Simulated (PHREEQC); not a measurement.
Solution (12 °C): 0.007 mol HF and 0.00072 mol NaF per kg of water. Closed to the air; pH follows from the charge balance.

Computed with PHREEQC (ion-association model, phreeqc.dat).

No solid was allowed to form.

Problem. Order these F species by the share of F that they hold, largest first: F-, HF, HF2-.

Solution. HF (66 %), F- (33 %), HF2- (1.1 %)

The pH is 2.75 and the ionic strength 0.00259 mol/kgw. Complexes and solids missing from the database can't appear. Constants without temperature data keep their 25 °C values here.
